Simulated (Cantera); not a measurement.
Feed: 1 mol MgO, 1.4 mol Cl2, 0.038 mol O2, at 1523.15 K and 5.50 bar.

These are equilibrium values from Cantera (NASA tables, ideal gas, pure condensed phases), not measurements of a reactor. Candidate condensed phases: Mg, MgCl2, MgO; 11 gas species. Mutual solubility and eutectic melting of coexisting phases are not modelled. Equilibrium is a limit: real reactors are often held back by kinetics, nucleation or transport.

Base state: Cl2 0.486, O2 0.419, MgCl2 0.0737, Cl 0.0203, ClO 0.000734 (mole fractions); condensed: MgCl2(l) + MgO(s).

What changes in the equilibrium state with this change: pressure from 5.50 bar to 13.0 mbar?


```csv
species,before,after
MgCl2,0.0737,0.450
O2,0.419,0.242
Cl,0.0203,0.198
Cl2,0.486,0.110
O,1.53e-6,2.39e-5
ClO,0.000734,0.000265
"MgCl2(l), mol",0.769,0
"MgO(s), mol",0.149,0.0441
```
